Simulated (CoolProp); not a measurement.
Saturated liquid density (kg/m³) of decamethyltetrasiloxane (MD2M): the reference equation beside estimates from Tc = 599.4 K, pc = 1144 kPa, ω = 0.635.

Values from CoolProp's reference Helmholtz-energy equation of state, Thol 2017.

```json
[
 {"T (K)": "304", "reference": "842.8", "Redlich-Kwong": "691.1", "Soave-Redlich-Kwong": "732.2"},
 {"T (K)": "337", "reference": "809.9", "Redlich-Kwong": "665.9", "Soave-Redlich-Kwong": "712.7"},
 {"T (K)": "370.1", "reference": "776.3", "Redlich-Kwong": "638.0", "Soave-Redlich-Kwong": "689.9"},
 {"T (K)": "403.1", "reference": "741.7", "Redlich-Kwong": "607.0", "Soave-Redlich-Kwong": "663.2"},
 {"T (K)": "436.2", "reference": "704.9", "Redlich-Kwong": "572.2", "Soave-Redlich-Kwong": "631.5"},
 {"T (K)": "469.2", "reference": "665.0", "Redlich-Kwong": "532.8", "Soave-Redlich-Kwong": "593.3"},
 {"T (K)": "502.3", "reference": "620.0", "Redlich-Kwong": "487.3", "Soave-Redlich-Kwong": "546.2"},
 {"T (K)": "535.3", "reference": "567.4", "Redlich-Kwong": "433.0", "Soave-Redlich-Kwong": "485.9"},
 {"T (K)": "568.4", "reference": "498.8", "Redlich-Kwong": "362.3", "Soave-Redlich-Kwong": "401.8"}
]
```

Absolute difference from the reference over all 9 rows, mean and median: Redlich-Kwong 20.3 and 18.8 %, Soave-Redlich-Kwong 12.6 and 11.9 %.
